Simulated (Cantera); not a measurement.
Input: 1 mol Si3H8, a varied amount of HCl, 78 mol H2, held at 527 °C and 1 atm.

Method: chemical equilibrium by Gibbs-energy minimisation in Cantera with the NASA 1993 tables (ideal gas, pure condensed phases). Candidate condensed phases: Si; 19 gas species. The feed counts by its element totals alone. Equilibrium is a limit: real reactors are often held back by kinetics, nucleation or transport.

### Question
What share of the Si ends up in condensed phases as a function of n(HCl) (mol), at 0.16, 0.41, 0.65, 0.9, 1.1, 1.4, 1.6, 1.9, 2.1, 2.4?

### Answer
```json
[
 {"n(HCl) (mol)": "0.16", "Si condensed (%)": "98.4", "as": "Si(s)"},
 {"n(HCl) (mol)": "0.41", "Si condensed (%)": "95.9", "as": "Si(s)"},
 {"n(HCl) (mol)": "0.65", "Si condensed (%)": "93.5", "as": "Si(s)"},
 {"n(HCl) (mol)": "0.9", "Si condensed (%)": "91.0", "as": "Si(s)"},
 {"n(HCl) (mol)": "1.1", "Si condensed (%)": "89.0", "as": "Si(s)"},
 {"n(HCl) (mol)": "1.4", "Si condensed (%)": "86.1", "as": "Si(s)"},
 {"n(HCl) (mol)": "1.6", "Si condensed (%)": "84.1", "as": "Si(s)"},
 {"n(HCl) (mol)": "1.9", "Si condensed (%)": "81.2", "as": "Si(s)"},
 {"n(HCl) (mol)": "2.1", "Si condensed (%)": "79.2", "as": "Si(s)"},
 {"n(HCl) (mol)": "2.4", "Si condensed (%)": "76.3", "as": "Si(s)"}
]
```
